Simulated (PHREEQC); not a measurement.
A solution holds 0.0082 mol NH3, 5.5e-05 mol Na2SiO3 and 0.032 mol K2CO3 per kg of water, at 35 °C. Closed to the air; pH follows from the charge balance.

Equilibrium calculation in PHREEQC: ion-association model, wateq4f.dat.

Q: The ionic strength comes out as 0.0936 mol/kgw. What activity coefficients do HCO3-, H2SiO4-2, K+, CO3-2, NaCO3- get?

A: HCO3- 0.79, H2SiO4-2 0.39, K+ 0.77, CO3-2 0.39, NaCO3- 0.79.

No solid was allowed to form.
